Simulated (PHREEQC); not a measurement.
Consider water at 25 °C with 7 mmol/kgw HF, 0.032 mmol/kgw CsF and 0.031 mmol/kgw HCl. Closed to the air; pH follows from the charge balance.

The numbers come from PHREEQC with the ion-association model, wateq4f.dat.

This is a speciation only: nothing precipitates in the calculation.

### Question
Estimate the pH, ionic strength.

### Answer
pH 2.74; ionic strength 0.00195 mol/kgw.

### Question
In which forms is F present?

### Answer
HF 70 %, F- 27 %, H2F2 1.8 %, HF2- 1.0 % of the F.
